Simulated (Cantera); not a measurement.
## Adiabatic ignition

An adiabatic, constant-pressure homogeneous reactor starts with CO : H₂ : CH₄ : O₂ : N₂ = 1 : 0.46 : 0.084 : 0.408 : 1.53 (molar parts), equivalence ratio 2.2, at 1350 K and 5.00 bar.

Model: GRI-Mech 3.0 (53 species, 325 reactions), integrated in Cantera.

| t (s) | T (K) | x CO | x H₂ | x CH₄ | x HO₂ | x C₂H₂ | x NO |
|---|---|---|---|---|---|---|---|
| 2.00e-6 | 1350 | 0.287 | 0.132 | 0.0241 | 4.23e-7 | <1e-12 | <1e-12 |
| 7.63e-6 | 1352 | 0.287 | 0.132 | 0.0239 | 5.90e-5 | 1.79e-11 | 1.12e-11 |
| 2.91e-5 | 2574 | 0.244 | 0.0545 | 1.73e-12 | 2.56e-6 | <1e-12 | 7.41e-5 |
| 0.000111 | 2747 | 0.246 | 0.0547 | 8.99e-12 | 4.08e-7 | <1e-12 | 0.000220 |
| 0.000424 | 2748 | 0.246 | 0.0548 | 9.73e-12 | 3.76e-7 | <1e-12 | 0.000522 |
| 0.00162 | 2745 | 0.246 | 0.0550 | 9.98e-12 | 3.65e-7 | <1e-12 | 0.00100 |
| 0.00618 | 2744 | 0.246 | 0.0551 | 1.00e-11 | 3.63e-7 | <1e-12 | 0.00108 |
| 0.0236 | 2744 | 0.246 | 0.0551 | 1.00e-11 | 3.63e-7 | <1e-12 | 0.00108 |
| 0.0900 | 2744 | 0.246 | 0.0551 | 1.00e-11 | 3.63e-7 | <1e-12 | 0.00108 |
| 0.343 | 2744 | 0.246 | 0.0551 | 1.00e-11 | 3.63e-7 | <1e-12 | 0.00108 |
| 1.31 | 2744 | 0.246 | 0.0551 | 1.00e-11 | 3.63e-7 | <1e-12 | 0.00108 |
| 5.00 | 2744 | 0.246 | 0.0551 | 1.00e-11 | 3.63e-7 | <1e-12 | 0.00108 |
x: mole fraction; the columns are a selection and need not sum to one.

```yaml
time_of_steepest_temperature_rise: 17.9 µs
temperature at 5.00 s: 2744 K
equilibrium_temperature: 2744 K
x(CO) at 5.00 s: 0.246 (gas-phase equilibrium 0.246)
x(H₂) at 5.00 s: 0.0551 (gas-phase equilibrium 0.0551)
x(CH₄) at 5.00 s: 1.00e-11 (gas-phase equilibrium 1.14e-11)
```
